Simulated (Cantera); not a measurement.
Nb2O5 + H2 (hydrogen reduction and annealing atmospheres)

Input: 1 mol Nb2O5, a varied amount of H2, held at 1.00 bar.

Equilibrium computed with Cantera from the NASA thermochemical tables; the gas is ideal and each condensed phase is pure. Candidate condensed phases: H2O, Nb, NbO, NbO2, Nb2O5; 12 gas species. Mutual solubility and eutectic melting of coexisting phases are not modelled. Condensed phases not in the tables: the oxides between NbO2 and Nb2O5. The numbers say what is thermodynamically allowed, not how fast it happens.

Stable condensed phases:

```
T in °C \ n(H2) in mol
          28  43  67 100 160 240 370 570 880
   1127    A   A   A   A   A   A   A   A   A
   1052    A   A   A   A   A   A   A   A   A
    977    B   A   A   A   A   A   A   A   A
    902    B   B   A   A   A   A   A   A   A
    827    B   B   B   A   A   A   A   A   A
    752    B   B   B   B   A   A   A   A   A
    677    B   B   B   B   B   B   A   A   A
    602    B   B   B   B   B   B   B   A   A
    527    B   B   B   B   B   B   B   B   B
```

A: NbO2; B: NbO2 + Nb2O5.
